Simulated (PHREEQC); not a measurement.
Copper plating or etch bath: speciation

A solution holds 56 mmol/kgw Cu(NO3)2, 120 mmol/kgw HBF4 and 1.6 mmol/kgw H3BO3, at 50 °C. Closed to the air; pH follows from the charge balance.

Model: ion-association model, wateq4f.dat, run in PHREEQC.

This is a speciation only: nothing precipitates in the calculation.

Q: What pH, ionic strength, activity of water does the model give?

A: pH 1.05; ionic strength 0.284 mol/kgw; activity of water 0.993.

Q: In which forms is F present?

A: BF4- 93 %, HF 4.2 %, BF3OH- 2.0 % of the F.

Species that the database lacks are ignored. At this temperature some constants are extrapolated from 25 °C, and those without enthalpy data are left unchanged. Real BF4- forms and hydrolyses slowly; the run takes it at equilibrium.
